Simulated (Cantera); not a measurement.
What does this Cantera script print?

```python
import numpy as np
import cantera as ct

gas = ct.Solution("h2o2.yaml")
gas.TPX = 350, 170000, {'H2': 1, 'O2': 0.192, 'N2': 0.723}
flame = ct.FreeFlame(gas, width=0.028)
flame.set_refine_criteria(ratio=3, slope=0.08, curve=0.16)
flame.transport_model = "mixture-averaged"
flame.solve(loglevel=0, auto=True)
z, T = flame.grid, flame.T
thick = (T[-1] - T[0]) / np.gradient(T, z).max()
show = ['H2', 'O2', 'HO2', 'H2O2', 'H2O', 'O']
print(f"laminar burning velocity  {flame.velocity[0] * 100:.3f} cm/s")
print(f"burnt temperature         {T[-1]:.1f} K")
print(f"thermal thickness         {thick * 1e3:.4f} mm")
print(f"grid points               {len(z)}")
z0 = z[flame.heat_release_rate.argmax()]
print(f"{'z/mm':>9s}{'T/K':>9s}{'u/(m/s)':>9s}" + "".join(f"{s:>11s}" for s in show))
rows = []
for k in (-3, -2, -1.5, -1, -0.5, -0.25, 0, 0.25, 0.5, 1, 2, 4, 8):
    zz = z0 + k * thick
    rows.append([k * thick, np.interp(zz, z, T), np.interp(zz, z, flame.velocity),
                 *(np.interp(zz, z, flame.X[gas.species_index(s)]) for s in show)])
    print(f"{rows[-1][0] * 1e3:9.3f}{rows[-1][1]:9.1f}{rows[-1][2]:9.3f}" + "".join(f"{x:11.3e}" for x in rows[-1][3:]))
```

It prints:

```
laminar burning velocity  328.549 cm/s
burnt temperature         1902.6 K
thermal thickness         0.1907 mm
grid points               118
     z/mm      T/K  u/(m/s)         H2         O2        HO2       H2O2        H2O          O
   -0.572    350.0    3.285  5.222e-01  1.003e-01  2.586e-12  2.252e-13  3.188e-11  6.057e-13
   -0.381    350.0    3.286  5.222e-01  1.003e-01  6.020e-10  5.546e-11  5.940e-09  6.371e-11
   -0.286    350.1    3.286  5.222e-01  1.003e-01  8.666e-09  8.086e-10  7.706e-08  6.387e-10
   -0.191    351.0    3.293  5.218e-01  1.003e-01  4.510e-07  4.288e-08  3.237e-06  1.602e-08
   -0.095    403.6    3.733  5.134e-01  1.014e-01  2.354e-04  2.260e-05  1.387e-03  3.549e-06
   -0.048    687.1    6.157  4.819e-01  9.459e-02  3.763e-04  7.273e-05  2.412e-02  1.198e-04
    0.000   1056.1    9.233  4.279e-01  7.191e-02  1.450e-04  1.502e-05  7.745e-02  7.035e-04
    0.048   1321.2   11.469  3.712e-01  3.745e-02  6.294e-05  1.390e-06  1.448e-01  1.290e-03
    0.095   1465.1   12.705  3.383e-01  1.362e-02  2.186e-05  5.175e-07  1.899e-01  8.463e-04
    0.191   1580.4   13.659  3.258e-01  1.460e-03  2.193e-06  2.166e-07  2.139e-01  2.258e-04
    0.381   1671.3   14.361  3.312e-01  6.655e-05  1.064e-07  1.290e-07  2.179e-01  1.072e-04
    0.763   1751.5   14.963  3.387e-01  1.758e-05  3.539e-08  7.083e-08  2.195e-01  5.947e-05
    1.526   1813.8   15.422  3.447e-01  8.061e-06  1.796e-08  3.362e-08  2.208e-01  2.769e-05
```

Detailed kinetics in Cantera: the H2/O2 subset of GRI-Mech 3.0, which has no nitrogen chemistry. Burning velocities carry a grid error of a few per cent, more on coarse grids.
